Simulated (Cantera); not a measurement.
What does this Cantera script print?

```python
import numpy as np
import cantera as ct

gas_names = """
    B BCL BCL2 BCL3 BH BH2 BH3 BN B2 CL CL2 H HCL H2 N NH NH2 NH3 N2 N2H2 N2H4
""".split()
cond_names = """
    B(b) B(L) BN(s) NH4CL(a) NH4CL(b)
""".split()


# ... load() reads the species with a 1 bar reference pressure and builds the phases ...
atoms = {
    'BCl3': {'B': 1, 'CL': 3},
    'N2': {'N': 2},
    'NH3': {'N': 1, 'H': 3},
}
top_T = {'BN(s)': 3200}  # K; cautious upper limits of use, not melting points


# ... equilibrate(T, P, feed) seeds the gas with the atoms and calls Mixture.equilibrate('TP', solver="vcs", rtol=1e-11, max_steps=5000) ...
results = []
T = 1798  # K
P = 13332.2  # Pa
for m in [1.3, 2.2, 3, 3.8, 4.7, 5.5, 6.3, 7.2, 8]:
    feed = {'BCl3': 1, 'N2': 0.24, 'NH3': m}  # mol
    mix = equilibrate(T, P, feed)
    results.append((T, P, feed, dict(zip(mix.species_names, mix.species_moles))))

top = {s: max(r[3][s] / sum(r[3][g] for g in gas_names) for r in results) for s in gas_names}
cols = sorted((s for s in top if top[s] > 0.001), key=lambda s: -top[s])[:7]
seen = [c for c in cond_names if any(r[3].get(c, 0) > 1e-12 for r in results)]
print("log10 of partial pressures in bar; condensed amounts in mol")
print(f"{'n(NH3)':>10s}" + "".join(f"{s[:9]:>10s}" for s in cols + seen))
for T, P, feed, n in results:
    ng = sum(n[g] for g in gas_names)
    print(f"{feed['NH3']:10.4g}" + "".join(f"{np.log10(max(n[s] / ng * P / 1e5, 1e-99)):10.3f}" for s in cols)
          + "".join(f"{n.get(c, 0):10.4g}" for c in seen))
```

It prints:

```
log10 of partial pressures in bar; condensed amounts in mol
    n(NH3)       HCL        H2        N2      BCL3        CL      BCL2     BN(s)
       1.3    -1.028    -1.684    -1.817    -2.490    -3.755    -3.814    0.9007
       2.2    -1.158    -1.365    -1.698    -3.418    -4.045    -4.453    0.9813
         3    -1.262    -1.257    -1.640    -3.921    -4.203    -4.798    0.9918
       3.8    -1.347    -1.198    -1.606    -4.281    -4.317    -5.044    0.9952
       4.7    -1.427    -1.158    -1.582    -4.593    -4.417    -5.256    0.9968
       5.5    -1.487    -1.134    -1.567    -4.818    -4.490    -5.408    0.9976
       6.3    -1.540    -1.116    -1.555    -5.010    -4.552    -5.538     0.998
       7.2    -1.593    -1.101    -1.546    -5.196    -4.612    -5.664    0.9984
         8    -1.636    -1.091    -1.539    -5.342    -4.659    -5.762    0.9986
```

Method: chemical equilibrium by Gibbs-energy minimisation in Cantera with the NASA 1993 tables (ideal gas, pure condensed phases). The tables' values for BCl2, BCl are old estimates; treat these amounts as uncertain. Gases not in the tables: BHCl2.
